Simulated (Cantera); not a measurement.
Cantera run, input and output.

```python
import numpy as np
import cantera as ct

gas = ct.Solution("gri30.yaml")
gas.TPX = 1375, 270000, {'CO': 0.0083, 'O2': 0.0061, 'H2O': 0.0039, 'N2': 1}
reactor = ct.IdealGasConstPressureReactor(gas, energy="off", clone=False)
net = ct.ReactorNet([reactor])
net.rtol, net.atol = 1e-08, 1e-18
show = ['CO', 'O2', 'H2O', 'O', 'NO2', 'OH', 'NO']
times = np.geomspace(0.0003, 20, 12)

steps = ct.SolutionArray(gas, extra=["t"])
rows = []
print(f"{'t/s':>10s}{'T/K':>9s}{'P/Pa':>11s}" + "".join(f"{s:>11s}" for s in show))
for t in times:
    while net.time < t:
        t_next = net.step()
        steps.append(gas.state, t=t_next)
    rows.append([np.interp(t, steps.t, y) for y in (steps.T, steps.P, *steps(*show).X.T)])
    print(f"{t:10.3e}{rows[-1][0]:9.1f}{rows[-1][1]:11.4g}" + "".join(f"{x:11.3e}" for x in rows[-1][2:]))
rate = np.gradient(steps.T, steps.t)
print("integrator steps:", len(steps.t))
if steps.T.max() > steps.T[0] + 200:
    print(f"time of steepest temperature rise: {steps.t[rate.argmax()]:.4e} s")
gas.TPX = 1375, 270000, {'CO': 0.0083, 'O2': 0.0061, 'H2O': 0.0039, 'N2': 1}
gas.equilibrate("TP")
print(f"equilibrium (TP): T = {gas.T:.1f} K  " + "  ".join(f"{s} {gas[s].X[0]:.3e}" for s in show))
```

Output:

```
       t/s      T/K       P/Pa         CO         O2        H2O          O        NO2         OH         NO
 3.000e-04   1375.0    2.7e+05  8.151e-03  5.990e-03  3.830e-03  7.918e-08  1.226e-18  2.844e-08  3.279e-14
 8.235e-04   1375.0    2.7e+05  8.096e-03  5.952e-03  3.818e-03  2.164e-05  3.076e-13  8.456e-06  8.143e-11
 2.260e-03   1375.0    2.7e+05  3.131e-03  3.460e-03  3.590e-03  1.925e-04  9.056e-10  9.842e-05  7.518e-07
 6.205e-03   1375.0    2.7e+05  5.892e-04  2.210e-03  3.776e-03  3.387e-05  2.771e-09  4.438e-05  1.248e-06
 1.703e-02   1375.0    2.7e+05  9.847e-05  1.967e-03  3.828e-03  5.711e-06  7.580e-09  1.912e-05  1.342e-06
 4.675e-02   1375.0    2.7e+05  1.375e-05  1.927e-03  3.840e-03  9.731e-07  1.230e-08  8.295e-06  1.367e-06
 1.283e-01   1375.0    2.7e+05  1.768e-06  1.922e-03  3.843e-03  1.921e-07  8.754e-09  3.773e-06  1.379e-06
 3.523e-01   1375.0    2.7e+05  2.904e-07  1.922e-03  3.845e-03  4.938e-08  3.820e-09  1.925e-06  1.385e-06
 9.670e-01   1375.0    2.7e+05  9.233e-08  1.922e-03  3.845e-03  2.047e-08  2.008e-09  1.240e-06  1.387e-06
 2.654e+00   1375.0    2.7e+05  7.250e-08  1.922e-03  3.845e-03  1.713e-08  1.768e-09  1.134e-06  1.388e-06
 7.286e+00   1375.0    2.7e+05  7.230e-08  1.922e-03  3.845e-03  1.709e-08  1.767e-09  1.133e-06  1.388e-06
 2.000e+01   1375.0    2.7e+05  7.230e-08  1.922e-03  3.845e-03  1.709e-08  1.769e-09  1.133e-06  1.390e-06
integrator steps: 1692
equilibrium (TP): T = 1375.0 K  CO 7.293e-08  O2 1.889e-03  H2O 3.845e-03  O 1.695e-08  NO2 8.451e-08  OH 1.128e-06  NO 6.698e-05
```

Model: GRI-Mech 3.0 (53 species, 325 reactions), integrated in Cantera.
